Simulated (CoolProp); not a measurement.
Properties of n-perfluoropentane along the isotherm 467.9 K.

Model: reference Helmholtz-energy equation of state, Gao 2022, in CoolProp.

| p (MPa) | phase | Joule-Thomson coefficient (K/MPa) | isothermal compressibility (1/MPa) | expansivity (1/kK) |
|---|---|---|---|---|
| 0.0163 | gas | 5.592 | 61.46 | 2.152 |
| 0.0239 | gas | 5.599 | 41.95 | 2.159 |
| 0.0351 | gas | 5.609 | 28.60 | 2.169 |
| 0.0516 | gas | 5.625 | 19.49 | 2.184 |
| 0.0757 | gas | 5.647 | 13.32 | 2.207 |
| 0.111 | gas | 5.681 | 9.124 | 2.240 |
| 0.163 | gas | 5.731 | 6.251 | 2.291 |
| 0.239 | gas | 5.806 | 4.303 | 2.369 |
| 0.351 | gas | 5.921 | 2.971 | 2.490 |
| 0.516 | gas | 6.099 | 2.065 | 2.685 |
| 0.757 | gas | 6.380 | 1.457 | 3.013 |
| 1.11 | gas | 6.835 | 1.051 | 3.610 |
| 1.63 | gas | 7.585 | 0.7891 | 4.843 |
| 2.39 | supercritical | 8.683 | 0.6378 | 7.894 |
| 3.51 | supercritical | 8.611 | 0.5279 | 15.90 |
| 5.16 | supercritical | 2.988 | 0.1404 | 9.636 |
